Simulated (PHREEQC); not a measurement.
Make-up at 20 °C: 0.02 mol/kgw BaBr2. Closed to the air; pH follows from the charge balance.

Model: ion-association model, phreeqc.dat, run in PHREEQC.

No solid was allowed to form.

Predict the specific conductance.

specific conductance 4000 µS/cm.

Complexes and solids missing from the database can't appear.
